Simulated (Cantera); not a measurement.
Ti + O₂ + H₂ + H₂O (titanium nitride, carbide and oxide coatings)

Charge: 1 mol Ti, 0.92 mol O₂, 32 mol H₂, 1.8 mol H₂O, at 1800 °C and 2.70 Torr.

Method: chemical equilibrium by Gibbs-energy minimisation in Cantera with the NASA 1993 tables (ideal gas, pure condensed phases). Candidate condensed phases: H₂O, Ti, TiO, TiO₂, Ti₂O₃, Ti₃O₅, Ti₄O₇; 12 gas species. Condensed phases not in the tables: Magnéli phases beyond Ti₄O₇. Equilibrium is a limit: real reactors are often held back by kinetics, nucleation or transport.

```yaml
x(H₂): 0.903
x(H₂O): 0.0544
x(H): 0.0417
x(OH): 0.000286
x(TiO₂): 0.000112
x(TiO): 3.15e-5
x(O): 9.45e-6
n(Ti₄O₇(l)): 0.249 mol
gas_amount: 34.53 mol
log10 activity of Ti₃O₅(l) (absent): -0.09
log10 activity of Ti₂O₃(s) (absent): -0.48
log10 activity of Ti(l) (absent): -5.64
```
